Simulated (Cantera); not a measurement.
A diamond (100) surface in a fixed gas of H2 with x(CH4) = 0.0035, x(H) = 0.0041, x(CH3) = 8.5e-05, 42.8 Torr; coverages are run to steady state.

Model: the Harris–Goodwin 1993 mechanism for the reconstructed diamond (100) surface, integrated in Cantera.

One state of this run: growth (µm/h) = 0.874; θ c6HH = 0.346; θ c6H* = 0.0590; θ c6*H = 0.539; θ c6** = 0.0547; θ c6HM = 3.35e-5. θ: site fractions in the mechanism's names (c6HH fully hydrogenated, c6H* and c6*H radical sites, c6** diradical, c6HM methylated).

**Question.** Which value of T (K) does it belong to?
A. 1050
B. 1400
C. 1150
D. 950

**Answer.** B, 1400
